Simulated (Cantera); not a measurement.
# Adiabatic ignition

An adiabatic, constant-pressure homogeneous reactor starts with 25.0 % H₂, 14.2 % O₂, 53.4 % N₂, 7.49 % H₂O, equivalence ratio 0.88, at 975 K and 1.01 bar.

Detailed kinetics in Cantera: GRI-Mech 3.0 (53 species, 325 reactions).

```json
[
 {"t (s)": "8.00e-6", "T (K)": "975", "x H₂": "0.250", "x O₂": "0.142", "x H₂O": "0.0749", "x NO": "<1e-12", "x N₂O": "<1e-12"},
 {"t (s)": "2.33e-5", "T (K)": "975", "x H₂": "0.250", "x O₂": "0.142", "x H₂O": "0.0749", "x NO": "<1e-12", "x N₂O": "<1e-12"},
 {"t (s)": "6.76e-5", "T (K)": "975", "x H₂": "0.250", "x O₂": "0.142", "x H₂O": "0.0749", "x NO": "<1e-12", "x N₂O": "<1e-12"},
 {"t (s)": "0.000196", "T (K)": "975", "x H₂": "0.250", "x O₂": "0.142", "x H₂O": "0.0749", "x NO": "<1e-12", "x N₂O": "<1e-12"},
 {"t (s)": "0.000571", "T (K)": "975", "x H₂": "0.250", "x O₂": "0.142", "x H₂O": "0.0749", "x NO": "<1e-12", "x N₂O": "<1e-12"},
 {"t (s)": "0.00166", "T (K)": "975", "x H₂": "0.250", "x O₂": "0.142", "x H₂O": "0.0749", "x NO": "<1e-12", "x N₂O": "<1e-12"},
 {"t (s)": "0.00482", "T (K)": "975", "x H₂": "0.249", "x O₂": "0.142", "x H₂O": "0.0749", "x NO": "<1e-12", "x N₂O": "<1e-12"},
 {"t (s)": "0.0140", "T (K)": "975", "x H₂": "0.249", "x O₂": "0.142", "x H₂O": "0.0749", "x NO": "<1e-12", "x N₂O": "5.96e-12"},
 {"t (s)": "0.0407", "T (K)": "2511", "x H₂": "0.0151", "x O₂": "0.0200", "x H₂O": "0.341", "x NO": "0.00512", "x N₂O": "2.93e-7"},
 {"t (s)": "0.118", "T (K)": "2509", "x H₂": "0.0152", "x O₂": "0.0195", "x H₂O": "0.341", "x NO": "0.00623", "x N₂O": "3.03e-7"},
 {"t (s)": "0.344", "T (K)": "2509", "x H₂": "0.0152", "x O₂": "0.0195", "x H₂O": "0.341", "x NO": "0.00623", "x N₂O": "3.03e-7"},
 {"t (s)": "1.00", "T (K)": "2509", "x H₂": "0.0152", "x O₂": "0.0195", "x H₂O": "0.341", "x NO": "0.00623", "x N₂O": "3.03e-7"}
]
```
x: mole fraction; the columns are a selection and need not sum to one.

```
Property                                                          Result
---------------------------------  -------------------------------------
time of steepest temperature rise                                23.4 ms
temperature at 1.00 s                                             2509 K
equilibrium temperature                                           2509 K
x(H₂) at 1.00 s                    0.0152 (gas-phase equilibrium 0.0152)
x(O₂) at 1.00 s                    0.0195 (gas-phase equilibrium 0.0195)
x(H₂O) at 1.00 s                     0.341 (gas-phase equilibrium 0.341)
```
